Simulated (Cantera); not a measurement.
Input: 1 mol C2F6, 0.027 mol CH4, at 13.3 mbar.

These are equilibrium values from Cantera (NASA tables, ideal gas, pure condensed phases), not measurements of a reactor. Candidate condensed phases: C, C6H6, C7H8, C8H18; 95 gas species. The feed counts by its element totals alone. Gases not in the tables: C2F6 and larger saturated fluorocarbons. Equilibrium is a limit: real reactors are often held back by kinetics, nucleation or transport. All values below are at 2475 °C.

Base state: F 0.751, CF2 0.176, CF 0.0489, HF 0.0212, C3 0.00123, CF3 0.00101, CF4 0.000441, C 0.000277 (mole fractions); condensed: C(graphite).

### Question
What changes in the equilibrium state with this change: CH4 from 0.027 to 0.015 mol?

### Answer
| species | before | after |
|---|---|---|
| F | 0.751 | 0.757 |
| CF2 | 0.176 | 0.178 |
| CF | 0.0489 | 0.0493 |
| HF | 0.0212 | 0.0118 |
| H | 3.66e-5 | 2.02e-5 |
| CF4 | 0.000441 | 0.000455 |
| C(graphite), mol | 0.854 | 0.828 |
